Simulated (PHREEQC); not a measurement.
Consider water at 25 °C with 0.037 mol/kgw Ca(NO3)2. It is in equilibrium with CO2 at log p = -3.4 (atm). Otherwise closed; pH follows from the charge balance.

Equilibrium calculation in PHREEQC: ion-association model, phreeqc.dat.

| quantity | before | after |
|---|---|---|
| pH | 5.56 | 5.42 |
| CO2 (mol/kgw) | 1.32e-5 | 1.05e-5 |
| HCO3- (mol/kgw) | 2.82e-6 | 2.39e-6 |

Which change was made?
A) Ca(NO3)2 from 0.037 to 0.0333 mol/kgw
B) Ca(NO3)2 from 0.037 to 0.37 mol/kgw
C) 0.0098 mol/kgw H2SO4 added
D) temperature from 25 to 60 °C
E) Ca(NO3)2 from 0.037 to 0.074 mol/kgw

B, Ca(NO3)2 from 0.037 to 0.37 mol/kgw

No solid was allowed to form. The ionic strength passes 0.7 mol/kgw, the rough limit of the ion-association models, in after.
